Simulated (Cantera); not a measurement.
Input (Python, Cantera) and output of one run.

```python
import numpy as np
import cantera as ct

gas_names = """
    I I2 N N2 Na NaI Na2
""".split()
cond_names = """
    I2(cr) I2(L) Na(cr) Na(L) NaI(s) NaI(L)
""".split()


# ... load() reads the species with a 1 bar reference pressure and builds the phases ...
atoms = {
    'NaI': {'Na': 1, 'I': 1},
    'N2': {'N': 2},
}
top_T = {}  # K; cautious upper limits of use, not melting points


# ... equilibrate(T, P, feed) seeds the gas with the atoms and calls Mixture.equilibrate('TP', solver="vcs", rtol=1e-11, max_steps=5000) ...
results = []
feed = {'NaI': 1, 'N2': 140}  # mol
P = 133.322  # Pa
for T in [1123, 1173, 1223, 1273, 1323, 1373, 1423, 1473, 1523, 1573, 1623, 1673, 1723, 1773]:
    mix = equilibrate(T, P, feed)
    results.append((T, P, feed, dict(zip(mix.species_names, mix.species_moles))))

top = {s: max(r[3][s] / sum(r[3][g] for g in gas_names) for r in results) for s in gas_names}
cols = sorted((s for s in top if top[s] > 1e-05), key=lambda s: -top[s])[:5]
seen = [c for c in cond_names if any(r[3].get(c, 0) > 1e-12 for r in results)]
print("log10 of partial pressures in bar; condensed amounts in mol")
print(f"{'T/K':>10s}" + "".join(f"{s[:9]:>10s}" for s in cols + seen))
for T, P, feed, n in results:
    ng = sum(n[g] for g in gas_names)
    print(f"{T:10.4g}" + "".join(f"{np.log10(max(n[s] / ng * P / 1e5, 1e-99)):10.3f}" for s in cols)
          + "".join(f"{n.get(c, 0):10.4g}" for c in seen))
```

Result:

```
log10 of partial pressures in bar; condensed amounts in mol
       T/K        N2       NaI        Na         I
      1123    -2.878    -5.027    -7.267    -7.267
      1173    -2.878    -5.029    -6.964    -6.964
      1223    -2.878    -5.034    -6.687    -6.687
      1273    -2.878    -5.042    -6.434    -6.434
      1323    -2.878    -5.054    -6.202    -6.202
      1373    -2.879    -5.074    -5.992    -5.992
      1423    -2.879    -5.104    -5.801    -5.801
      1473    -2.879    -5.148    -5.632    -5.632
      1523    -2.879    -5.211    -5.484    -5.484
      1573    -2.880    -5.297    -5.359    -5.359
      1623    -2.880    -5.409    -5.258    -5.258
      1673    -2.880    -5.551    -5.181    -5.181
      1723    -2.881    -5.719    -5.125    -5.125
      1773    -2.881    -5.909    -5.088    -5.088
```

Equilibrium computed with Cantera from the NASA thermochemical tables; the gas is ideal and each condensed phase is pure.
